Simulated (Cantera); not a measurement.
Mixture: CH4 : O2 : N2 : H2O = 1 : 1.54 : 4.92 : 0.27 (molar parts), at 1.00 bar, adiabatic and at constant volume. Ignition delay is the time to a rise of 400 K.

Cantera simulation using GRI-Mech 3.0 (53 species, 325 reactions); the numbers are that mechanism's predictions, not measurements.

Question: What does this change do: constant pressure in place of constant volume?

Answer: 
```
quantity                                                before       after
--------------------------------------------------  ----------  ----------
delay at 1248 K                                        24.3 ms     25.8 ms
delay at 1323 K                                        9.09 ms     9.69 ms
delay at 1398 K                                        3.64 ms     3.89 ms
delay at 1473 K                                        1.56 ms     1.67 ms
delay at 1548 K                                       0.725 ms    0.773 ms
delay at 1623 K                                       0.365 ms    0.389 ms
apparent activation energy between 1473 and 1623 K  190 kJ/mol  190 kJ/mol
```
